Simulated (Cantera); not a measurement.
A freely propagating, adiabatic, planar premixed flame of 6.33 % CH4, 1.65 % C2H6, 20.5 % O2, 71.6 % N2, unburnt at 625 K and 0.440 bar; mixture-averaged transport, grid criteria slope 0.08 and curve 0.16, no radiation.

Cantera simulation using GRI-Mech 3.0 (53 species, 325 reactions); the numbers are that mechanism's predictions, not measurements. Burning velocities carry a grid error of a few per cent, more on coarse grids.

x: mole fraction of selected species; z is measured from the peak of heat release.

```csv
z (mm),T (K),u (m/s),x CH4,x C2H6,x O2,x OH,x CH2O,x NO
-1.83,625,1.75,0.0633,0.0165,0.204,<1e-8,(withheld),<1e-8
-1.22,626,1.76,0.0631,0.0164,0.204,<1e-8,(withheld),<1e-8
-0.916,630,1.78,0.0628,0.0164,0.203,2.42e-8,(withheld),<1e-8
-0.611,666,1.89,0.0609,0.0161,0.200,1.47e-6,(withheld),6.42e-8
-0.305,977,2.82,0.0474,0.0124,0.174,5.68e-5,(withheld),8.76e-7
-0.153,1368,4.00,0.0286,0.00528,0.135,0.000541,(withheld),2.42e-6
0,1747,5.18,0.00828,0.000353,0.0874,0.00335,(withheld),5.53e-6
0.153,1906,5.66,0.000881,1.79e-6,0.0579,0.00819,(withheld),9.64e-6
0.305,1944,5.76,5.08e-5,<1e-8,0.0463,0.0109,(withheld),1.26e-5
0.611,1979,5.84,1.80e-7,<1e-8,0.0399,0.0122,(withheld),1.59e-5
1.22,2025,5.94,<1e-8,<1e-8,0.0368,0.0126,<1e-8,2.09e-5
2.44,2087,6.10,<1e-8,<1e-8,0.0347,0.0125,<1e-8,3.11e-5
4.89,2165,6.29,<1e-8,<1e-8,0.0324,0.0119,<1e-8,5.27e-5
```

**Question.** Fill in the missing entries.

**Answer.** 
- -1.83, x CH2O: 8.75e-8
- -1.22, x CH2O: 1.40e-6
- -0.916, x CH2O: 9.81e-6
- -0.611, x CH2O: 9.75e-5
- -0.305, x CH2O: 0.000892
- -0.153, x CH2O: 0.00142
- 0, x CH2O: 0.000929
- 0.153, x CH2O: 0.000178
- 0.305, x CH2O: 1.22e-5
- 0.611, x CH2O: 4.61e-8
